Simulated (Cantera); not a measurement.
Charge: 1 mol Ca(OH)₂, 0.036 mol C, 7.1 mol CO₂, equilibrated at 725 K and 0.0500 bar.

Equilibrium computed with Cantera from the NASA thermochemical tables; the gas is ideal and each condensed phase is pure. Candidate condensed phases: C, C₆H₆, C₇H₈, C₈H₁₈, Ca, CaCO₃, CaO, Ca(OH)₂, H₂O; 115 gas species. The numbers say what is thermodynamically allowed, not how fast it happens.

Base state: CO₂ 0.855, H₂O 0.135, H₂ 0.00547, CO 0.00462 (mole fractions); condensed: CaCO₃(calcite).

What changes in the equilibrium state with this change: CO₂ from 7.1 to 0.067 mol?


| species | before | after |
|---|---|---|
| H₂O | 0.135 | 0.928 |
| H₂ | 0.00547 | 0.0720 |
| CO₂ | 0.855 | 0.000419 |
| CO | 0.00462 | 4.31e-6 |
| CaCO₃(calcite), mol | 1.00 | 0.103 |
| CaO(s), mol | 0 | 0.897 |

What changes in the equilibrium state with this change: CO₂ from 7.1 to 0.065 mol?


```csv
species,before,after
H₂O,0.135,0.928
H₂,0.00547,0.0720
CO₂,0.855,0.000419
CO,0.00462,4.31e-6
"CaCO₃(calcite), mol",1.00,0.101
"CaO(s), mol",0,0.899
```
